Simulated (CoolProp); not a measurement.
Properties of oxygen along the isotherm 131.2 K.

The numbers come from the reference Helmholtz-energy equation of state, Schmidt 1985 in CoolProp.

```tsv
p (kPa)	phase	density (kg/m³)	expansivity (1/kK)	viscosity (µPa s)	conductivity (mW/(m K))
7.98	gas	0.2343	7.641	10.0	11.9
12	gas	0.3525	7.650	10.0	11.9
18.2	gas	0.5349	7.665	10.0	12.0
27.4	gas	0.8061	7.687	10.0	12.0
41.3	gas	1.217	7.720	10.0	12.0
62.3	gas	1.840	7.770	10.0	12.0
94.1	gas	2.788	7.849	10.0	12.0
142	gas	4.230	7.969	10.0	12.1
214	gas	6.427	8.158	10.1	12.2
323	gas	9.823	8.462	10.1	12.3
487	gas	15.11	8.965	10.1	12.5
735	gas	23.54	9.855	10.2	12.8
1110	gas	37.56	11.64	10.3	13.4
1670	gas	62.73	16.43	10.5	14.7
2520	liquid	899.1	9.458	76.8	92.1
```

Viscosity comes from a separate model (Lemmon 2004). Thermal conductivity comes from a separate model (Lemmon 2004).
